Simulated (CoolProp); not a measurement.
A closed Brayton cycle with carbon dioxide: compressor inlet 323.15 K and 9.4 MPa, high pressure 21.2 MPa, turbine inlet 910 K, compressor efficiency 0.89, turbine efficiency 0.85, recuperator effectiveness 0.9 (on enthalpy, no pinch check). Each further row changes one setting.

Computed with CoolProp (reference Helmholtz-energy equation of state, Span 1996).

```json
[
 {"case": "as stated", "thermal efficiency (%)": "32.8", "net work (kJ/kg)": "81.5", "compressor to turbine work": "0.28", "compressor exit (K)": "380.0", "turbine exit (K)": "811.2"},
 {"case": "turbine inlet 860 K", "thermal efficiency (%)": "(withheld)", "net work (kJ/kg)": "74.7", "compressor to turbine work": "0.30", "compressor exit (K)": "380.0", "turbine exit (K)": "(withheld)"},
 {"case": "compressor inlet 333.15 K", "thermal efficiency (%)": "32.2", "net work (kJ/kg)": "74.7", "compressor to turbine work": "0.34", "compressor exit (K)": "(withheld)", "turbine exit (K)": "811.2"},
 {"case": "high pressure 18 MPa", "thermal efficiency (%)": "(withheld)", "net work (kJ/kg)": "(withheld)", "compressor to turbine work": "(withheld)", "compressor exit (K)": "(withheld)", "turbine exit (K)": "830.6"},
 {"case": "recuperator effectiveness 0.5", "thermal efficiency (%)": "(withheld)", "net work (kJ/kg)": "81.5", "compressor to turbine work": "0.28", "compressor exit (K)": "380.0", "turbine exit (K)": "811.2"}
]
```

Problem. Complete the blanks.

Solution. 
- turbine inlet 860 K, thermal efficiency (%): 31.6
- turbine inlet 860 K, turbine exit (K): 764.6
- compressor inlet 333.15 K, compressor exit (K): 399.3
- high pressure 18 MPa, thermal efficiency (%): 30.4
- high pressure 18 MPa, net work (kJ/kg): 67.3
- high pressure 18 MPa, compressor to turbine work: 0.27
- high pressure 18 MPa, compressor exit (K): 368.4
- recuperator effectiveness 0.5, thermal efficiency (%): 18.0
